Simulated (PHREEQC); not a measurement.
## Leach liquor: speciation

Dissolve 0.0014 mol/kgw H2SO4 and 0.0087 mol/kgw FeSO4 at 50 °C. It is in equilibrium with CO2 at log p = -1 (atm). Otherwise closed; pH follows from the charge balance.

Computed with PHREEQC (Pitzer model, pitzer.dat).

This is a speciation only: nothing precipitates in the calculation.

Estimate the pH.

pH 2.86.

In which forms is S present?

SO4-2 89 %, HSO4- 11 % of the S.

Complexes and solids missing from the database can't appear. Constants without temperature data keep their 25 °C values here.
